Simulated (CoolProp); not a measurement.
Computed with CoolProp (reference Helmholtz-energy equation of state, Lemmon 2013).

Task: Give the vapour pressure (kPa), liquid density (kg/m³), liquid cp (kJ/(kg K)), vapour Z of saturated propylene at 310.1 K.

Result: 
```csv
T (K),p (kPa),liquid density (kg/m³),liquid cp (kJ/(kg K)),vapour Z
310.1,1540,485,2.83,0.759
```
